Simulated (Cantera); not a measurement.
A freely propagating, adiabatic, planar premixed flame of 7.58 % CH4, 19.4 % O2, 73.0 % N2, equivalence ratio 0.78, unburnt at 675 K and 1.09 atm; mixture-averaged transport, grid criteria slope 0.08 and curve 0.16, no radiation.

Cantera simulation using GRI-Mech 3.0 (53 species, 325 reactions); the numbers are that mechanism's predictions, not measurements. Burning velocities carry a grid error of a few per cent, more on coarse grids.

x: mole fraction of selected species; z is measured from the peak of heat release.

| z (mm) | T (K) | u (m/s) | x CH4 | x O2 | x CH3 | x H2 | x C2H | x CO2 |
|---|---|---|---|---|---|---|---|---|
| -0.960 | 675 | 1.34 | 0.0757 | 0.194 | 6.90e-8 | 0.000663 | <1e-8 | 3.32e-7 |
| -0.640 | 677 | 1.35 | 0.0754 | 0.193 | 6.42e-7 | 0.00179 | <1e-8 | 4.69e-6 |
| -0.480 | 684 | 1.36 | 0.0748 | 0.193 | 2.57e-6 | 0.00311 | <1e-8 | 2.42e-5 |
| -0.320 | 724 | 1.45 | 0.0719 | 0.189 | … | … | <1e-8 | … |
| -0.160 | 1004 | 2.03 | 0.0535 | 0.166 | 0.000342 | 0.0102 | <1e-8 | 0.00308 |
| -0.0800 | 1346 | 2.74 | 0.0307 | 0.132 | 0.00145 | 0.0126 | <1e-8 | 0.00912 |
| 0 | 1694 | 3.47 | 0.00796 | 0.0909 | 0.00146 | 0.0125 | 5.73e-8 | 0.0202 |
| 0.0800 | 1846 | 3.78 | … | … | … | … | … | … |
| 0.160 | 1895 | 3.87 | 3.02e-5 | 0.0571 | 8.92e-6 | 0.00711 | <1e-8 | 0.0431 |
| 0.320 | 1956 | 3.97 | 7.32e-8 | 0.0517 | 2.47e-8 | 0.00638 | <1e-8 | 0.0539 |
| 0.640 | 2032 | 4.10 | <1e-8 | 0.0483 | <1e-8 | 0.00542 | <1e-8 | 0.0608 |
| 1.28 | 2109 | 4.24 | <1e-8 | 0.0460 | <1e-8 | 0.00380 | <1e-8 | 0.0651 |
| 2.56 | 2172 | 4.35 | <1e-8 | 0.0443 | <1e-8 | 0.00229 | <1e-8 | 0.0688 |

What belongs in the gaps?


- -0.320, x CH3: 1.79e-5
- -0.320, x H2: 0.00566
- -0.320, x CO2: 0.000218
- 0.0800, x CH4: 0.000673
- 0.0800, x O2: 0.0660
- 0.0800, x CH3: 0.000184
- 0.0800, x H2: 0.00905
- 0.0800, x C2H: 3.39e-8
- 0.0800, x CO2: 0.0331
